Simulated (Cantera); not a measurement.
A perfectly stirred reactor is fed with N2O = 1 (molar parts), at 66.0 Torr; it is held at 1525 K, and followed from long to short residence time.

Model: GRI-Mech 3.0 (53 species, 325 reactions), integrated in Cantera. GRI-Mech 3.0 was tuned for natural gas; its chemistry of N2O as a main component is partial and can be far from experiment. The temperature is held fixed by assumption; the heat of reaction is taken as removed at once.

```csv
quantity,before,after
x(N2O) at τ = 0.300 s,0.252,1.000
x(NO) at τ = 0.300 s,0.127,6.72e-6
x(O) at τ = 0.300 s,8.68e-5,4.18e-8
x(O2) at τ = 0.300 s,0.185,8.07e-5
x(NO2) at τ = 0.300 s,8.43e-5,5.57e-10
x(N2O) at τ = 25.0 ms,0.799,1.000
x(NO) at τ = 25.0 ms,0.0349,5.57e-7
x(O) at τ = 25.0 ms,9.01e-5,4.16e-8
x(O2) at τ = 25.0 ms,0.0495,6.69e-6
x(NO2) at τ = 25.0 ms,1.76e-5,4.03e-12
```

### Question
Which change was made?
(A) temperature 1525 to 1298 K
(B) temperature 1525 to 1323 K
(C) temperature 1525 to 1000 K
(D) pressure from 66.0 Torr to 100.0 Torr

### Answer
C, temperature 1525 to 1000 K
